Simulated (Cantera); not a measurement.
Thermodynamics of silicon epitaxy and polysilicon growth, feed SiCl₄ + Cl₂ + H₂

A closed system holds: 1 mol SiCl₄, 0.42 mol Cl₂, 990 mol H₂, at 1248.15 K and 10000 Pa.

Method: chemical equilibrium by Gibbs-energy minimisation in Cantera with the NASA 1993 tables (ideal gas, pure condensed phases). Candidate condensed phases: Si; 19 gas species. Equilibrium is a limit: real reactors are often held back by kinetics, nucleation or transport.

```json
{
  "x(H₂)": "0.995",
  "x(HCl)": "0.00475",
  "x(SiCl₂)": "5.68e-5",
  "x(SiH₂Cl₂)": "2.16e-6",
  "x(SiHCl₃)": "2.15e-6",
  "x(SiCl₃)": "1.52e-6",
  "x(H)": "1.48e-6",
  "n(Si(s))": "0.937 mol",
  "gas_amount": "992.4 mol"
}
```
